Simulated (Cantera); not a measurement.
Feed: 1 mol S, 0.007 mol SO2, 1.1 mol H2, equilibrated at 1648 K and 2.60 bar.

Method: chemical equilibrium by Gibbs-energy minimisation in Cantera with the NASA 1993 tables (ideal gas, pure condensed phases). The numbers say what is thermodynamically allowed, not how fast it happens.

```
species   before     after
-------  -------  --------
H2         0.375     0.658
S2         0.156     0.298
SH       0.00668    0.0122
H2S        0.452   0.00774
H2O       0.0107   0.00772
S        4.76e-5   0.00930
H        3.38e-5   0.00634
SO       1.10e-5  0.000883
SO2      1.16e-6   3.85e-5
S2O      1.65e-5   1.30e-5
```
Gas species are given as mole fractions.

Name the change that produced these shifts.
(A) H2 from 1.1 to 9.8 mol
(B) SO2 from 0.007 to 0.026 mol
(C) pressure from 2.60 bar to 13.0 Pa
(D) temperature from 1648 K to 1898 K

C, pressure from 2.60 bar to 13.0 Pa
